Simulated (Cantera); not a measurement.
Charge: 1 mol C6H6, 0.011 mol O2, 5.3 mol N2, equilibrated at 1.33 mbar.

Method: chemical equilibrium by Gibbs-energy minimisation in Cantera with the NASA 1993 tables (ideal gas, pure condensed phases). Candidate condensed phases: C, C6H6, C7H8, C8H18, H2O; 136 gas species. Rates play no part.

Task: What share of the C ends up in condensed phases as a function of T (K), at 2123, 2223, 2323, 2423, 2523, 2623, 2723, 2823, 2923, 3023?

Result: 
| T (K) | C condensed (%) | as |
|---|---|---|
| 2123 | 97.9 | C(graphite) |
| 2223 | 97.2 | C(graphite) |
| 2323 | 96.4 | C(graphite) |
| 2423 | 95.5 | C(graphite) |
| 2523 | 94.4 | C(graphite) |
| 2623 | 92.4 | C(graphite) |
| 2723 | 87.1 | C(graphite) |
| 2823 | 70.0 | C(graphite) |
| 2923 | 11.8 | C(graphite) |
| 3023 | 0.0 | - |
